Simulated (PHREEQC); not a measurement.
**Leach liquor**

Make-up at 64 °C: 0.12 mol HCl, 0.031 mol Li2SO4 and 0.005 mol NiSO4 per kg of water. Closed to the air; pH follows from the charge balance.

Equilibrium calculation in PHREEQC: ion-association model, wateq4f.dat.

Precipitation was switched off in this run.

Question: What pH, ionic strength does the model give?

Answer: pH 1.15; ionic strength 0.168 mol/kgw.

Question: In which forms is Ni present?

Answer: Ni+2 84 %, NiSO4 7.8 %, NiCl+ 7.1 %, NiCl2 1.6 % of the Ni.

Species that the database lacks are ignored. At this temperature some constants are extrapolated from 25 °C, and those without enthalpy data are left unchanged.
